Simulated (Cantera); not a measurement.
An adiabatic, constant-volume homogeneous reactor starts with CH4 : C2H6 : C3H8 : O2 : N2 = 1 : 0.031 : 0.042 : 1.78 : 6.71 (molar parts), at 1525 K and 500000 Pa. Integrator tolerance rtol = 1e-08.

Computed with Cantera and GRI-Mech 3.0 (53 species, 325 reactions). Above 3000 K some thermodynamic fits are extrapolated.

```csv
quantity,before,after
time of steepest temperature rise,75.8 µs,94.6 ms
temperature at 2.00 s,3094 K,2868 K
equilibrium temperature,3094 K,2868 K
x(CH4) at 2.00 s,2.43e-12 (gas-phase equilibrium 2.91e-12),5.33e-12 (gas-phase equilibrium 6.18e-12)
x(C2H6) at 2.00 s,<1e-12 (gas-phase equilibrium <1e-12),<1e-12 (gas-phase equilibrium <1e-12)
x(C3H8) at 2.00 s,<1e-12 (gas-phase equilibrium <1e-12),<1e-12 (gas-phase equilibrium <1e-12)
x(CH3) at 2.00 s,1.11e-11 (gas-phase equilibrium 1.33e-11),1.15e-11 (gas-phase equilibrium 1.33e-11)
x(H2O2) at 2.00 s,6.66e-7 (gas-phase equilibrium 6.66e-7),3.08e-7 (gas-phase equilibrium 3.08e-7)
x(N2O) at 2.00 s,1.15e-6 (gas-phase equilibrium 1.15e-6),5.15e-7 (gas-phase equilibrium 5.15e-7)
```

### Question
Which change was made?
A. initial temperature 1525 to 975 K
B. initial temperature 1525 to 1650 K
C. initial temperature 1525 to 1800 K
D. initial temperature 1525 to 1200 K

### Answer
A, initial temperature 1525 to 975 K
